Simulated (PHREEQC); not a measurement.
Dissolve 1 mmol/kgw ZnCl2, 7.1 mmol/kgw H3BO3 and 0.74 mmol/kgw FeSO4 at 20 °C. It is in equilibrium with CO2 at log p = -2 (atm). Otherwise closed; pH follows from the charge balance.

The numbers come from PHREEQC with the ion-association model, wateq4f.dat.

Each row changes one thing in this solution. This is a speciation only: nothing precipitates in the calculation.

```
case                                             pH  ionic strength (mol/kgw)  SO4-2 (mol/kgw)  HSO4- (mol/kgw)  H2BO3- (mol/kgw)
---------------------------------------------  ----  ------------------------  ---------------  ---------------  ----------------
as made                                        4.87                   0.00552         0.000629          5.90e-7           2.99e-7
diluted 10-fold with water                     4.89                  0.000601          7.20e-5          7.44e-8           2.98e-8
ZnCl2 replaced by NH4Cl at the same molality   4.89                   0.00377                ?          6.41e-7           3.07e-7
ZnCl2 left out                                 4.89                   0.00278         0.000690                ?           3.05e-7
FeSO4 replaced by Na2SO4 at the same molality  4.88                         ?         0.000659                ?           3.05e-7
```

Q: Some entries are withheld; supply them.

A: 
- ZnCl2 replaced by NH4Cl at the same molality, SO4-2 (mol/kgw): 0.000687
- ZnCl2 left out, HSO4- (mol/kgw): 6.60e-7
- FeSO4 replaced by Na2SO4 at the same molality, ionic strength (mol/kgw): 0.00491
- FeSO4 replaced by Na2SO4 at the same molality, HSO4- (mol/kgw): 6.11e-7
